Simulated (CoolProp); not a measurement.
Vapour-liquid equilibrium of sulfur dioxide (1) + toluene (2) at 400 K; x and y are mole fractions of (1).

Model: multi-fluid Helmholtz-energy mixture model, Gao 2016 and Lemmon 2006; pair parameters Bell 2016, in CoolProp.

```
x     bubble pressure, mixture model (bar)  bubble pressure, Raoult's law (bar)  y, mixture model  y, Raoult's law
----  ------------------------------------  -----------------------------------  ----------------  ---------------
0.05                                 2.947                                3.826             0.472            0.609
0.2                                  7.982                                10.58             0.818            0.881
0.35                                 13.96                                17.34             0.904            0.941
0.5                                  20.42                                24.10             0.941            0.967
0.65                                 27.18                                30.86             0.962            0.982
0.8                                  34.47                                37.61             0.978            0.992
0.95                                 43.12                                44.37             0.993            0.998
```

The largest gap from Raoult's law is -24.6 % in bubble pressure, at x = 0.2. No azeotrope shows between x = 0.05 and 0.95.

The pair parameters rest on a limited set of measurements; away from them the model extrapolates.
